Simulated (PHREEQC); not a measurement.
0.069 g of hydrous ferric oxide (600 m²/g; 0.2 weak and 0.005 strong sites per Fe, Dzombak-Morel constants, diffuse double layer) in 1 kg of water with 0.05 mol/kgw of an inert sodium salt and 0.0017 mmol/kgw ZnCl2, at 25 °C; the pH is set by adding NaOH or the inert anion's acid. Oxygen alone is held at its pressure in air (log pO2 = -0.68). CO2 from the air is kept out. No solid was allowed to form.

The series has 13 steps of pH, from 3 to 11.

All values are PHREEQC results (ion-association model, wateq4f.dat), not measurements.

Problem. Near which pH is half of the Zn sorbed, and on which side is more sorbed?

Solution. Near pH 6.4, with more sorbed at higher pH.

The oxide is taken as insoluble; below pH 4 it would dissolve.
